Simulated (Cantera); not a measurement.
Charge: 1 mol SiF₄, 0.38 mol O₃, 5.1 mol N₂, 0.12 mol N₂O, held at 1550 K and 12.0 mbar.

These are equilibrium values from Cantera (NASA tables, ideal gas, pure condensed phases), not measurements of a reactor. Candidate condensed phases: Si, SiO₂, Si₂N₂O, Si₃N₄; 28 gas species. Kinetics and transport are ignored.

What is the equilibrium state?


- x(N₂) = 0.762
- x(SiF₄) = 0.146
- x(O₂) = 0.0915
- x(NO) = 0.00101
- x(O) = 2.16e-5
- x(F) = 4.38e-6
- x(SiF₃) = 2.10e-6
- gas amount = 6.850 mol
- log10 activity of Si(s) (absent) = -18.44
